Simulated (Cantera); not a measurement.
Premixed flame

A freely propagating, adiabatic, planar premixed flame of 10.2 % CO, 10.2 % H2, 0.528 % CH4, 14.4 % O2, 64.7 % N2, unburnt at 425 K and 75.0 Torr; mixture-averaged transport, grid criteria slope 0.08 and curve 0.16, no radiation.

Model: GRI-Mech 3.0 (53 species, 325 reactions), integrated in Cantera. Burning velocities carry a grid error of a few per cent, more on coarse grids.

```
z (mm)  T (K)  u (m/s)    x CO     x H2    x CH4      x O     x CO2    x HO2
------  -----  -------  ------  -------  -------  -------  --------  -------
-26.5     425     1.39   0.102    0.102  0.00528    <1e-8     <1e-8    <1e-8
-17.7     425     1.39   0.102    0.102  0.00528    <1e-8     <1e-8    <1e-8
-13.2     425     1.39   0.102    0.102  0.00528    <1e-8     <1e-8    <1e-8
-8.83     425     1.39   0.102    0.101  0.00528    <1e-8     <1e-8  6.22e-8
-4.42     435     1.42   0.102   0.0981  0.00530  2.08e-6  0.000160  6.10e-5
-2.21     609     1.96  0.0983   0.0812  0.00516  7.91e-5   0.00482  3.72e-5
0         994     3.15  0.0876   0.0402  0.00163  0.00349    0.0193  1.26e-5
2.21     1242     3.90  0.0617   0.0123  7.76e-6   0.0114    0.0484  5.42e-6
4.42     1364     4.24  0.0423  0.00983    <1e-8   0.0134    0.0694  3.69e-6
8.83     1493     4.60  0.0289   0.0103    <1e-8   0.0129    0.0845  2.64e-6
17.7     1617     4.93  0.0264  0.00943    <1e-8   0.0107    0.0880  2.04e-6
35.3     1738     5.26  0.0243  0.00769    <1e-8  0.00796    0.0910  1.53e-6
70.6     1845     5.54  0.0204  0.00574    <1e-8  0.00540    0.0959  1.08e-6
```
x: mole fraction of selected species; z is measured from the peak of heat release.

```
Item                        Result
------------------------  --------
laminar burning velocity  139 cm/s
thermal thickness          8.83 mm
peak x(O)                   0.0135
peak x(HO2)                7.08e-5
grid points                    172
```
